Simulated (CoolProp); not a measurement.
Saturation properties of R142b.

Computed with CoolProp (reference Helmholtz-energy equation of state, Lemmon 2006). It is a short technical equation, of lower accuracy than the large ones.

| T (K) | p (MPa) | vapour density (kg/m³) | enthalpy of vaporisation (kJ/kg) | surface tension (mN/m) | vapour viscosity (µPa s) | liquid conductivity (mW/(m K)) |
|---|---|---|---|---|---|---|
| 322 | 0.6625 | 29.17 | 184.6 | (withheld) | 11.1 | 73.2 |
| 326.4 | 0.7415 | (withheld) | 181.0 | 7.98 | (withheld) | 71.8 |
| 330.7 | 0.8252 | 36.40 | 177.4 | 7.47 | 11.6 | 70.4 |
| 335.1 | 0.9179 | 40.60 | 173.6 | 6.97 | (withheld) | 68.9 |
| 339.4 | 1.016 | 45.10 | 169.6 | 6.48 | 12.0 | 67.6 |
| 343.8 | 1.124 | 50.16 | 165.5 | 5.98 | 12.3 | 66.2 |
| 348.1 | 1.237 | 55.58 | 161.2 | 5.51 | 12.5 | 64.9 |
| 352.5 | 1.362 | 61.69 | 156.7 | 5.03 | 12.8 | 63.5 |
| 356.8 | 1.492 | (withheld) | 152.0 | 4.57 | 13.1 | 62.2 |
| 361.2 | 1.635 | 75.72 | 147.0 | 4.11 | 13.4 | 60.9 |
| 365.6 | (withheld) | 84.00 | 141.7 | 3.66 | 13.8 | 59.7 |
| 369.9 | (withheld) | 93.02 | (withheld) | 3.23 | 14.2 | 58.5 |
| 374.3 | 2.121 | 103.4 | 130.1 | 2.80 | 14.6 | 57.2 |

Complete the blanks.


- 322, surface tension (mN/m): 8.50
- 326.4, vapour density (kg/m³): 32.66
- 326.4, vapour viscosity (µPa s): 11.3
- 335.1, vapour viscosity (µPa s): 11.8
- 356.8, vapour density (kg/m³): 68.27
- 365.6, p (MPa): 1.788
- 369.9, p (MPa): 1.947
- 369.9, enthalpy of vaporisation (kJ/kg): 136.1

It boils at 264.0 K under 1 atm.

Viscosity comes from a separate model (Huber 2003), an estimate that may be off by 10 % or more. Thermal conductivity comes from a separate model (Huber 2003), an estimate that may be off by 10 % or more. Surface tension comes from a separate correlation (Mulero 2012).
